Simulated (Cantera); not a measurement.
A Cantera script and its output.

```python
import numpy as np
import cantera as ct

gas = ct.Solution("gri30.yaml")


def delay(T, t_max=10):
    gas.TPX = T, 55000, {'CO': 1, 'H2': 0.091, 'O2': 0.599, 'N2': 2.25}
    reactor = ct.IdealGasConstPressureReactor(gas, clone=False)
    net = ct.ReactorNet([reactor])
    net.rtol, net.atol = 1e-8, 1e-16
    while net.time < t_max:
        t_old, T_old = net.time, reactor.T
        net.step()
        if reactor.T > T + 400:  # ignition: a rise of 400 K
            return t_old + (T + 400 - T_old) / (reactor.T - T_old) * (net.time - t_old)
    return np.nan


taus = []
for T in [900, 950, 1000, 1050, 1100, 1150]:
    taus.append(delay(T))
    print(f"T0 = {T:6g} K   tau = {taus[-1]:.4e} s")
```

It prints:

```
T0 =    900 K   tau = 7.9967e-03 s
T0 =    950 K   tau = 1.6379e-03 s
T0 =   1000 K   tau = 8.1214e-04 s
T0 =   1050 K   tau = 5.3067e-04 s
T0 =   1100 K   tau = 3.9423e-04 s
T0 =   1150 K   tau = 3.1641e-04 s
```

Computed with Cantera and GRI-Mech 3.0 (53 species, 325 reactions). Below about 950 K walls govern HO2 and H2O2 in real vessels. Where the delays flatten at high temperature, the 400 K rule measures the pace of heat release, not the induction time.
